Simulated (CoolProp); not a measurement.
The numbers come from the reference Helmholtz-energy equation of state, Akasaka 2020 in CoolProp.

Give the vapour pressure (bar), liquid density (kg/m³), vapour density (kg/m³), enthalpy of vaporisation (kJ/kg) of saturated R1123 at -43.15 °C.


| T (°C) | p (bar) | liquid density (kg/m³) | vapour density (kg/m³) | enthalpy of vaporisation (kJ/kg) |
|---|---|---|---|---|
| -43.15 | 2.37 | 1290 | 10.9 | 212 |
